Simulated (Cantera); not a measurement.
Al + N2O + N2 (aluminium nitride and oxide growth)

A closed system holds: 1 mol Al, 11 mol N2O, 19 mol N2, held at 1.33 mbar.

These are equilibrium values from Cantera (NASA tables, ideal gas, pure condensed phases), not measurements of a reactor. Candidate condensed phases: Al, AlN, Al2O3; 16 gas species. The numbers say what is thermodynamically allowed, not how fast it happens.

From 623 K to 1823 K the condensed part is Al2O3(s).

| T (K) | log p N2 | log p O2 | log p NO | log p O | log p NO2 | log p N2O | log p N | n Al2O3(s) |
|---|---|---|---|---|---|---|---|---|
| 623 | -2.94 | -3.74 | -10.34 | <-14 | -11.30 | <-14 | <-14 | 0.500 |
| 723 | -2.94 | -3.74 | -9.28 | <-14 | -10.92 | -14.60 | <-14 | 0.500 |
| 823 | -2.94 | -3.74 | -8.48 | -14.51 | -10.63 | -13.88 | <-14 | 0.500 |
| 923 | -2.94 | -3.74 | -7.85 | -12.77 | -10.40 | -13.32 | <-14 | 0.500 |
| 1023 | -2.94 | -3.74 | -7.35 | -11.38 | -10.21 | -12.86 | <-14 | 0.500 |
| 1123 | -2.94 | -3.74 | -6.93 | -10.23 | -10.06 | -12.48 | <-14 | 0.500 |
| 1223 | -2.94 | -3.74 | -6.58 | -9.26 | -9.93 | -12.16 | <-14 | 0.500 |
| 1323 | -2.94 | -3.74 | -6.29 | -8.45 | -9.82 | -11.89 | <-14 | 0.500 |
| 1423 | -2.94 | -3.74 | -6.03 | -7.74 | -9.73 | -11.65 | <-14 | 0.500 |
| 1523 | -2.94 | -3.74 | -5.81 | -7.13 | -9.65 | -11.45 | -14.43 | 0.500 |
| 1623 | -2.94 | -3.74 | -5.62 | -6.59 | -9.57 | -11.27 | -13.42 | 0.500 |
| 1723 | -2.94 | -3.74 | -5.45 | -6.12 | -9.51 | -11.10 | -12.53 | 0.500 |
| 1823 | -2.94 | -3.75 | -5.30 | -5.70 | -9.46 | -10.96 | -11.73 | 0.500 |
log p: log10 of the partial pressure in bar; n: condensed amount in mol.
